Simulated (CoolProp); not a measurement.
Vapour-liquid equilibrium of fluoroethane (R161) (1) + R227EA (2) at 0.233 MPa; x and y are mole fractions of (1).

The numbers come from the multi-fluid Helmholtz-energy mixture model, Wu 2012 and Lemmon 2016; pair parameters Bell 2016 in CoolProp.

```json
[
 {"x": "0.05", "bubble temperature, mixture model (°C)": "?", "bubble temperature, Raoult's law (°C)": "3.2", "y, mixture model": "0.058", "y, Raoult's law": "0.104"},
 {"x": "0.2", "bubble temperature, mixture model (°C)": "?", "bubble temperature, Raoult's law (°C)": "-1.2", "y, mixture model": "0.276", "y, Raoult's law": "0.360"},
 {"x": "0.35", "bubble temperature, mixture model (°C)": "-0.7", "bubble temperature, Raoult's law (°C)": "-5.1", "y, mixture model": "?", "y, Raoult's law": "0.552"},
 {"x": "0.5", "bubble temperature, mixture model (°C)": "-5.1", "bubble temperature, Raoult's law (°C)": "-8.6", "y, mixture model": "0.700", "y, Raoult's law": "0.699"},
 {"x": "0.65", "bubble temperature, mixture model (°C)": "?", "bubble temperature, Raoult's law (°C)": "-11.6", "y, mixture model": "?", "y, Raoult's law": "0.814"},
 {"x": "0.8", "bubble temperature, mixture model (°C)": "?", "bubble temperature, Raoult's law (°C)": "-14.4", "y, mixture model": "?", "y, Raoult's law": "0.906"},
 {"x": "0.95", "bubble temperature, mixture model (°C)": "?", "bubble temperature, Raoult's law (°C)": "-16.9", "y, mixture model": "0.984", "y, Raoult's law": "0.979"}
]
```

Task: Some entries are withheld; supply them.

Result: 
- 0.05, bubble temperature, mixture model (°C): 4.6
- 0.2, bubble temperature, mixture model (°C): 2.8
- 0.35, y, mixture model: 0.508
- 0.65, bubble temperature, mixture model (°C): -9.5
- 0.65, y, mixture model: 0.835
- 0.8, bubble temperature, mixture model (°C): -13.4
- 0.8, y, mixture model: 0.924
- 0.95, bubble temperature, mixture model (°C): -16.7

The largest gap from Raoult's law is +4.4 K in bubble temperature, at x = 0.35. No azeotrope shows between x = 0.05 and 0.95.

The pair parameters rest on a limited set of measurements; away from them the model extrapolates.
